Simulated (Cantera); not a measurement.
A freely propagating, adiabatic, planar premixed flame of C3H8 : O2 : N2 = 1 : 5.38 : 26.9 (molar parts), equivalence ratio 0.93, unburnt at 575 K and 2550 Torr; multicomponent+Soret transport, grid criteria slope 0.08 and curve 0.16, no radiation.

Detailed kinetics in Cantera: GRI-Mech 3.0 (53 species, 325 reactions). GRI-Mech 3.0 was tuned for natural gas; its chemistry of propane as a main component is partial and can be far from experiment. Burning velocities carry a grid error of a few per cent, more on coarse grids.

x: mole fraction of selected species; z is measured from the peak of heat release.

```json
[
 {"z (mm)": "-0.453", "T (K)": "575", "u (m/s)": "0.615", "x C3H8": "0.0300", "x O2": "0.162", "x CO": "8.96e-6", "x NO": "<1e-8", "x CH4": "1.07e-6", "x HCO": "<1e-8"},
 {"z (mm)": "-0.302", "T (K)": "578", "u (m/s)": "0.618", "x C3H8": "0.0300", "x O2": "0.161", "x CO": "8.22e-5", "x NO": "<1e-8", "x CH4": "8.71e-6", "x HCO": "<1e-8"},
 {"z (mm)": "-0.226", "T (K)": "586", "u (m/s)": "0.628", "x C3H8": "0.0301", "x O2": "0.160", "x CO": "0.000351", "x NO": "1.78e-8", "x CH4": "3.37e-5", "x HCO": "<1e-8"},
 {"z (mm)": "-0.151", "T (K)": "637", "u (m/s)": "0.685", "x C3H8": "0.0300", "x O2": "0.156", "x CO": "0.00207", "x NO": "1.24e-7", "x CH4": "0.000174", "x HCO": "<1e-8"},
 {"z (mm)": "-0.0755", "T (K)": "925", "u (m/s)": "1.01", "x C3H8": "0.0237", "x O2": "0.128", "x CO": "0.0130", "x NO": "1.31e-6", "x CH4": "0.000959", "x HCO": "[?]"},
 {"z (mm)": "-0.0377", "T (K)": "1259", "u (m/s)": "1.40", "x C3H8": "0.0101", "x O2": "0.0944", "x CO": "0.0274", "x NO": "3.45e-6", "x CH4": "0.00180", "x HCO": "[?]"},
 {"z (mm)": "0", "T (K)": "1621", "u (m/s)": "1.83", "x C3H8": "0.000342", "x O2": "0.0551", "x CO": "0.0419", "x NO": "7.05e-6", "x CH4": "0.00123", "x HCO": "[?]"},
 {"z (mm)": "0.0377", "T (K)": "1789", "u (m/s)": "2.02", "x C3H8": "1.54e-7", "x O2": "0.0340", "x CO": "0.0376", "x NO": "1.21e-5", "x CH4": "0.000132", "x HCO": "[?]"},
 {"z (mm)": "0.0755", "T (K)": "1860", "u (m/s)": "2.09", "x C3H8": "<1e-8", "x O2": "0.0264", "x CO": "0.0282", "x NO": "1.59e-5", "x CH4": "5.88e-6", "x HCO": "[?]"},
 {"z (mm)": "0.151", "T (K)": "1943", "u (m/s)": "2.17", "x C3H8": "<1e-8", "x O2": "0.0210", "x CO": "0.0186", "x NO": "2.07e-5", "x CH4": "1.34e-8", "x HCO": "[?]"},
 {"z (mm)": "0.302", "T (K)": "2024", "u (m/s)": "2.25", "x C3H8": "<1e-8", "x O2": "0.0172", "x CO": "0.0125", "x NO": "2.62e-5", "x CH4": "<1e-8", "x HCO": "[?]"},
 {"z (mm)": "0.604", "T (K)": "2085", "u (m/s)": "2.31", "x C3H8": "<1e-8", "x O2": "0.0144", "x CO": "0.00821", "x NO": "3.26e-5", "x CH4": "<1e-8", "x HCO": "<1e-8"},
 {"z (mm)": "1.21", "T (K)": "2125", "u (m/s)": "2.35", "x C3H8": "<1e-8", "x O2": "0.0125", "x CO": "0.00501", "x NO": "3.99e-5", "x CH4": "<1e-8", "x HCO": "<1e-8"}
]
```

### Question
Some entries are withheld; supply them.

### Answer

- -0.0755, x HCO: 1.15e-7
- -0.0377, x HCO: 5.31e-6
- 0, x HCO: 3.35e-5
- 0.0377, x HCO: 6.44e-6
- 0.0755, x HCO: 3.62e-7
- 0.151, x HCO: 4.49e-8
- 0.302, x HCO: 1.50e-8
